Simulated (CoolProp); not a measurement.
Dimethyl carbonate at several states: Z from the reference equation and from simpler models built on Tc = 557.0 K, pc = 49.09 bar, ω = 0.346; each cubic takes its own stable root.

Values from CoolProp's reference Helmholtz-energy equation of state, Zhou 2011.

```tsv
T (K)	p (bar)	phase	reference	Redlich-Kwong	Soave-Redlich-Kwong
432.1	148	liquid	0.4113	0.4727	0.4550
414	2.04	gas	0.9617	0.9666	0.9620
597.3	0.181	gas	0.9990	0.9990	0.9990
429.5	0.227	gas	0.9963	0.9967	0.9963
445.3	93.6	liquid	0.2616	0.3055	0.2920
```
